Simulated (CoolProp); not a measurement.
Vapour-liquid equilibrium of CHF3 (R23) (1) + R113 (2) at 274.9 K; x and y are mole fractions of (1).

Computed with CoolProp (multi-fluid Helmholtz-energy mixture model, Penoncello 2003 and Marx 1992; pair parameters Bell 2016).

Problem. Give the bubble pressure and the first vapour's composition at x = 0.05, 0.5, 0.8. Is there an azeotrope?

Solution. x = 0.05: 0.2179 MPa, y = 0.923; x = 0.5: 1.740 MPa, y = 0.988; x = 0.8: 2.095 MPa, y = 0.990. No azeotrope shows between x = 0.05 and 0.95.

The pair parameters rest on a limited set of measurements; away from them the model extrapolates. The gap from Raoult's law changes sign with composition, which may be real or a fault of the pair parameters; it wasn't checked against measurements. With so large a gap from Raoult's law the liquid may split in two, which this calculation doesn't test in full.
